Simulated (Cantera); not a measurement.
An isothermal, constant-pressure homogeneous reactor starts with H2 : O2 : N2 = 1.8 : 1 : 1.5 (molar parts), at 975 K and 1.00 bar.

Detailed kinetics in Cantera: the H2/O2 subset of GRI-Mech 3.0, which has no nitrogen chemistry. The temperature is held fixed by assumption; the heat of reaction is taken as removed at once.

One state of this run: x H2 = 0.306; x O2 = 0.178; x O = 5.39e-8; x OH = 3.95e-8; x H2O = 0.142; x H2O2 = 0.000266. x: mole fraction; the columns are a selection and need not sum to one.

### Question
Which value of t (s) does it belong to?
A. 0.164
B. 1.38
C. 0.0195
D. 0.00232

### Answer
D, 0.00232
